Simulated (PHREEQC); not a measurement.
## Metal-bearing waste water (model solution)

Dissolve 0.037 mol CdCl2, 0.00042 mol MgSO4 and 0.00091 mol Na2SO4 per kg of water at 5 °C. Closed to the air; pH follows from the charge balance.

Computed with PHREEQC (ion-association model, phreeqc.dat).

Precipitation was switched off in this run.

### Question
What pH, ionic strength, density does the model give?

### Answer
pH 5.70; ionic strength 0.0619 mol/kgw; density 1.006 g/cm³.

### Question
In which forms is S present?

### Answer
SO4-2 62 %, CdSO4 36 %, Cd(SO4)2-2 0.8 %, MgSO4 0.7 % of the S.

At this temperature some constants are extrapolated from 25 °C, and those without enthalpy data are left unchanged.
